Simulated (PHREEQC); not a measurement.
A solution holds 0.011 mol NH4HF2, 0.00042 mol H2SiF6, 0.045 mol H3AsO4 and 0.0064 mol H2SO4 per kg of water, at 25 °C. Closed to the air; pH follows from the charge balance.

All values are PHREEQC results (ion-association model, wateq4f.dat), not measurements.

Precipitation was switched off in this run.

Task: Order these S species by the share of S that they hold, largest first: SO4-2, NH4SO4-, HSO4-.

Result: SO4-2 (53 %), HSO4- (43 %), NH4SO4- (3.9 %)

The pH is 1.88 and the ionic strength 0.0297 mol/kgw. Species that the database lacks are ignored. wateq4f.dat counts part of the HF as a dimer, H2F2, which phreeqc.dat doesn't know; its constant is uncertain. SiF6-2 is the database's only silicon fluoride.
